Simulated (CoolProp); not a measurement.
Model: reference Helmholtz-energy equation of state, Lemmon and Jacobsen 2000, in CoolProp.

### Question
Give the vapour pressure (MPa), vapour density (kg/m³), surface tension (mN/m), liquid viscosity (µPa s) of saturated R143a at 236.3 K.

### Answer
```json
[
 {"T (K)": "236.3", "p (MPa)": "0.162", "vapour density (kg/m³)": "7.41", "surface tension (mN/m)": "12.8", "liquid viscosity (µPa s)": "198"}
]
```

Viscosity comes from a separate model (Klein 1997), an estimate that may be off by 10 % or more. Surface tension comes from a separate correlation (Mulero 2014).
